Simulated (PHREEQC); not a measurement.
0.042 g of hydrous ferric oxide (600 m²/g; 0.2 weak and 0.005 strong sites per Fe, Dzombak-Morel constants, diffuse double layer) in 1 kg of water with 0.001 mol/kgw of an inert sodium salt and 0.023 mmol/kgw NiCl2 and 0.0051 mmol/kgw NaH2PO4, at 25 °C; the pH is set by adding NaOH or the inert anion's acid. Oxygen is held at 0.21 atm. The system is closed to CO2. No solid was allowed to form.

The series has 17 steps of pH, from 4 to 10.

All values are PHREEQC results (ion-association model, wateq4f.dat), not measurements.

Q: Near which pH is half of the Ni sorbed, and on which side is more sorbed?

A: Near pH 7.4, with more sorbed at higher pH.

Q: Near which pH is half of the P sorbed, and on which side is more sorbed?

A: Near pH 9.1, with more sorbed at lower pH.

Q: At which pH does the surface charge pass through zero?

A: Near pH 8.5.

Along this series the solution becomes supersaturated in solids that the run did not let form, among them Ni(OH)2. H3PO4, which wateq4f.dat lacks, is added to it with the constant of phreeqc.dat. The database has no phosphate complexes of Ni.
